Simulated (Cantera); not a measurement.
A perfectly stirred reactor is fed with 80.0 % NH3, 20.0 % N2, at 8.25 Torr; it is held at 2325 K, and followed from long to short residence time.

Computed with Cantera and the gas-phase N/H chemistry of the illustrative SiF4/NH3 mechanism in the Surface Chemkin manual (1991). Walls and surfaces, which speed up NH3 decomposition in real reactors, are not modelled.

One state of this run: x NH3 = 0.143; x NH = 9.02e-5; x H = 0.00176; x NH2 = 0.00146; x N = 1.17e-5; x N2 = 0.309. x: mole fraction; the columns are a selection and need not sum to one.

**Question.** Which value of τ (s) does it belong to?
A) 0.35
B) 7.1
C) 0.13
D) 0.95

**Answer.** A, 0.35
